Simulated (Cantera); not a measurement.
## Premixed flame

A freely propagating, adiabatic, planar premixed flame of H2 : O2 : N2 = 1 : 0.278 : 1.22 (molar parts), unburnt at 325 K and 6.50 bar; unity-Lewis-number transport, grid criteria slope 0.08 and curve 0.16, no radiation.

Model: the H2/O2 subset of GRI-Mech 3.0, which has no nitrogen chemistry, integrated in Cantera. The hydrogen kinetics of GRI-Mech 3.0 are dated; newer H2 mechanisms differ, most at raised pressure. Unity Lewis numbers drop preferential diffusion, which matters most where H2 and H carry the flame. Burning velocities carry a grid error of a few per cent, more on coarse grids.

| z (mm) | T (K) | u (m/s) | x H2 | x O2 | x OH | x H | x H2O2 | x H2O |
|---|---|---|---|---|---|---|---|---|
| -0.121 | 325 | 1.62 | 0.400 | 0.111 | <1e-8 | <1e-8 | 5.58e-8 | 1.22e-5 |
| -0.0808 | 326 | 1.63 | 0.400 | 0.111 | <1e-8 | <1e-8 | 5.62e-7 | 0.000124 |
| -0.0606 | 329 | 1.64 | 0.400 | 0.111 | <1e-8 | <1e-8 | 2.18e-6 | 0.000490 |
| -0.0404 | 354 | 1.77 | 0.397 | 0.110 | 2.27e-8 | <1e-8 | 1.42e-5 | 0.00355 |
| -0.0202 | 618 | 3.03 | 0.371 | 0.0946 | 1.79e-5 | 1.61e-5 | 7.05e-5 | 0.0362 |
| -0.0101 | 999 | 4.78 | 0.328 | 0.0709 | 0.000384 | 0.00206 | 6.14e-5 | 0.0886 |
| 0 | 1385 | 6.46 | 0.264 | 0.0398 | 0.00114 | 0.0145 | 1.45e-5 | 0.156 |
| 0.0101 | 1622 | 7.44 | 0.214 | 0.0165 | 0.00212 | 0.0283 | 2.40e-6 | 0.206 |
| 0.0202 | 1744 | 7.93 | 0.193 | 0.00605 | 0.00263 | 0.0318 | 1.29e-6 | 0.229 |
| 0.0404 | 1853 | 8.36 | 0.187 | 0.000989 | 0.00254 | 0.0260 | 6.02e-7 | 0.242 |
| 0.0808 | 1932 | 8.65 | 0.191 | 0.000113 | 0.00180 | 0.0161 | 2.42e-7 | 0.246 |
| 0.162 | 1982 | 8.84 | 0.195 | 2.37e-5 | 0.00107 | 0.00877 | 9.16e-8 | 0.248 |
| 0.323 | 2010 | 8.94 | 0.197 | 6.69e-6 | 0.000595 | 0.00464 | 3.20e-8 | 0.249 |
x: mole fraction of selected species; z is measured from the peak of heat release.

```json
{
 "laminar_burning_velocity": "162 cm/s",
 "thermal_thickness": "0.0404 mm",
 "peak x(OH)": "0.00270",
 "peak x(H)": "0.0318",
 "peak x(H2O2)": "7.51e-5",
 "grid_points": "108"
}
```
